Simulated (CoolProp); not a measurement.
Properties of carbon monoxide at several states (Tc = -140.3 °C, pc = 3.498 MPa, ω = 0.050).

Values from CoolProp's reference Helmholtz-energy equation of state, Lemmon 2006. It is a short technical equation, of lower accuracy than the large ones.

```tsv
T (°C)	p (MPa)	phase	cp (kJ/(kg K))	isothermal compressibility (1/MPa)
141.75	0.557	gas	?	1.793
163.85	0.0244	gas	?	40.98
146.05	0.0155	gas	1.050	64.51
5.25	0.181	gas	?	5.531
146.25	0.022	gas	1.050	45.45
```

### Question
What belongs in the gaps?

### Answer

- 141.75, cp (kJ/(kg K)): 1.054
- 163.85, cp (kJ/(kg K)): 1.053
- 5.25, cp (kJ/(kg K)): 1.044
